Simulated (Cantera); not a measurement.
Input: 1 mol Si2Cl6, 240 mol H2, at 750 °C and 1330 Pa.

These are equilibrium values from Cantera (NASA tables, ideal gas, pure condensed phases), not measurements of a reactor. Candidate condensed phases: Si; 19 gas species. The feed counts by its element totals alone. The tables' values for SiCl3 are old estimates; treat these amounts as uncertain. Kinetics and transport are ignored.

Base state: H2 0.982, HCl 0.0149, SiCl4 0.00148, SiHCl3 0.000828, SiCl2 0.000403, SiCl3 0.000168, SiH2Cl2 5.11e-5 (mole fractions); condensed: Si(s).

### Question
What changes in the equilibrium state with this change: temperature from 750 °C to 1100 °C?

### Answer
| species | before | after |
|---|---|---|
| H2 | 0.982 | 0.977 |
| HCl | 0.0149 | 0.0218 |
| SiCl2 | 0.000403 | 0.00140 |
| SiCl4 | 0.00148 | 1.56e-6 |
| H | 3.57e-8 | 2.85e-5 |
| SiHCl3 | 0.000828 | 4.43e-6 |
| SiH2Cl2 | 5.11e-5 | 1.86e-6 |
| Si(s), mol | 1.29 | 1.65 |
